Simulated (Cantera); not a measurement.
Feed: 1 mol Al₂O₃, 3.5 mol N₂, at 850 °C and 750 Torr.

Equilibrium computed with Cantera from the NASA thermochemical tables; the gas is ideal and each condensed phase is pure. Candidate condensed phases: Al, AlN, Al₂O₃; 16 gas species. Rates play no part.

Base state: N₂ 1.00 (mole fractions); condensed: Al₂O₃(s).

### Question
What changes in the equilibrium state with this change: Al₂O₃ replaced by SiO₂?

### Answer
```tsv
species	before	after
N₂	1.00	1.00
Al₂O₃(s), mol	1.00	0
SiO₂(β-quartz), mol	0	1.00
```
Further candidate phases: Si, SiO₂, Si₂N₂O, Si₃N₄.
